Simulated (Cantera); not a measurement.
Feed: 1 mol CF4, 0.82 mol HCl, 0.23 mol H2, at 1673.15 K and 0.0430 bar.

Equilibrium computed with Cantera from the NASA thermochemical tables; the gas is ideal and each condensed phase is pure. Candidate condensed phases: C, C6H6, C7H8, C8H18; 118 gas species. Gases not in the tables: C2F6 and larger saturated fluorocarbons. Rates play no part.

Base state: HF 0.457, CF4 0.271, Cl 0.176, Cl2 0.0481, HCl 0.0416, CClF3 0.00508, CF2 0.00108, F 0.000209 (mole fractions); condensed: C(graphite).

### Question
What changes in the equilibrium state with this change: temperature from 1673.15 K to 1500 K?

### Answer
```
species             before     after
----------------  --------  --------
HF                   0.457     0.449
CF4                  0.271     0.296
Cl2                 0.0481    0.0843
Cl                   0.176    0.0818
HCl                 0.0416    0.0812
F                 0.000209   1.54e-5
CF2                0.00108  0.000112
CF3               0.000169   2.76e-5
C(graphite), mol     0.289     0.266
```

### Question
What changes in the equilibrium state with this change: pressure from 0.0430 bar to 0.0100 bar?

### Answer
```
species             before     after
----------------  --------  --------
HF                   0.457     0.457
CF4                  0.271     0.255
Cl                   0.176     0.242
Cl2                 0.0481    0.0211
HCl                 0.0416    0.0194
CCl2F2             7.25e-5   1.49e-5
F                 0.000209  0.000614
CClF3              0.00508   0.00223
C(graphite), mol     0.289     0.303
```

### Question
What changes in the equilibrium state with this change: H2 from 0.23 to 17 mol?

### Answer
```csv
species,before,after
H2,1.03e-8,0.756
HF,0.457,0.202
HCl,0.0416,0.0413
CF4,0.271,<1e-9
Cl2,0.0481,<1e-9
Cl,0.176,2.04e-5
CClF3,0.00508,<1e-9
CF2,0.00108,<1e-9
CF3,0.000169,<1e-9
"C(graphite), mol",0.289,0.998
```
